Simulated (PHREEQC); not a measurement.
A made-up water analysis in mmol/kgw, 15 °C, pH 7.59:

```json
[
 {"constituent": "Na", "mmol/kgw": "123"},
 {"constituent": "K", "mmol/kgw": "1.02"},
 {"constituent": "Ca", "mmol/kgw": "0.956"},
 {"constituent": "Mg", "mmol/kgw": "4.44"},
 {"constituent": "Cl", "mmol/kgw": "124"},
 {"constituent": "S(6)", "mmol/kgw": "3.74"},
 {"constituent": "Alkalinity (meq/kgw)", "mmol/kgw": "1.43"},
 {"constituent": "Si", "mmol/kgw": "1.5"}
]
```

Valence states are taken as typed.

Computed with PHREEQC (Pitzer model, pitzer.dat).

Precipitation was switched off in this run.

Task: Order these C species by the share of C that they hold, largest first: CO2, MgCO3, HCO3-, CO3-2.

Result: HCO3- (94 %), CO2 (5.2 %), CO3-2 (0.42 %), MgCO3 (0.13 %)

The pH is 7.59 and the ionic strength 0.143 mol/kgw.
